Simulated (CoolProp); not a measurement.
Vapour-liquid equilibrium of R227EA (1) + isobutane (2) at 0.347 MPa; x and y are mole fractions of (1).

Values from CoolProp's multi-fluid Helmholtz-energy mixture model, Lemmon 2016 and Bücker 2006; pair parameters Bell 2016.

Question: Give the bubble temperature and the first vapour's composition at x = 0.5, 0.65, 0.95. Is there an azeotrope?

Answer: x = 0.5: 282.2 K, y = 0.542; x = 0.65: 282.3 K, y = 0.601; x = 0.95: 287.3 K, y = 0.892. y crosses x between x = 0.5 and 0.575: the model has an azeotrope there.

The pair parameters rest on a limited set of measurements; away from them the model extrapolates.
